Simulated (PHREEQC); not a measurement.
Solution (20 °C and 10 atm): 5.8 mol/kgw LiCl, 0.0048 mol/kgw Na2B4O7 and 1.2 mol/kgw MgCl2. Closed to the air; pH follows from the charge balance.

Computed with PHREEQC (Pitzer model, pitzer.dat).

Problem. The ionic strength comes out as 9.39 mol/kgw. What activity coefficients do Mg+2, Na+, B3O3(OH)4-, MgB(OH)4+, B4O5(OH)4-2 get?

Solution. Mg+2 490, Na+ 12, B3O3(OH)4- 0.20, MgB(OH)4+ 34, B4O5(OH)4-2 7.5e-5. Single-ion values are on the MacInnes scale.

No solid was allowed to form. Species that the database lacks are ignored. In brines, pH and single-ion activities rest on the MacInnes convention.
